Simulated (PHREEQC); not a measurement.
Make-up at 25 °C: 0.78 mol/kgw CaCl2 and 0.039 mol/kgw SrCl2. Closed to the air; pH follows from the charge balance.

Computed with PHREEQC (Pitzer model, pitzer.dat).

Q: The ionic strength comes out as 2.46 mol/kgw. What activity coefficients do Ca+2, Cl-, Sr+2 get?

A: Ca+2 0.32, Cl- 0.57, Sr+2 0.30. Single-ion values are on the MacInnes scale.

This is a speciation only: nothing precipitates in the calculation.
